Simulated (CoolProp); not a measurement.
Model: reference Helmholtz-energy equation of state, Lemmon 2022, in CoolProp.

Question: For R1234yf, give the phase and the cv (kJ/(kg K)), speed of sound (m/s), viscosity (µPa s) at 136.85 °C and 0.0268 MPa; 136.85 °C and 0.315 MPa; 136.85 °C and 0.718 MPa.

Answer: 
- 136.85 °C and 0.0268 MPa: gas; cv 1.01, speed of sound 179, viscosity 16.9
- 136.85 °C and 0.315 MPa: gas; cv 1.01, speed of sound 176, viscosity 16.9
- 136.85 °C and 0.718 MPa: gas; cv 1.02, speed of sound 171, viscosity 17.0

Viscosity comes from a separate model (Bell 2016), an estimate that may be off by 10 % or more.
